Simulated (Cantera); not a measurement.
Input: 1 mol PbO, 110 mol H2, equilibrated at 1375 K and 4.80 mbar.

Equilibrium computed with Cantera from the NASA thermochemical tables; the gas is ideal and each condensed phase is pure. Candidate condensed phases: H2O, Pb, PbO, PbO2, Pb3O4; 12 gas species. The numbers say what is thermodynamically allowed, not how fast it happens.

Base state: H2 0.982, H2O 0.00901, Pb 0.00901, H 4.90e-5 (mole fractions); condensed: gas only.

Problem. What changes in the equilibrium state with this change: temperature from 1375 K to 798 K?

Solution. 
| species | before | after |
|---|---|---|
| H2 | 0.982 | 0.991 |
| H2O | 0.00901 | 0.00909 |
| Pb | 0.00901 | 1.19e-5 |
| H | 4.90e-5 | <1e-9 |
| Pb(l), mol | 0 | 0.999 |
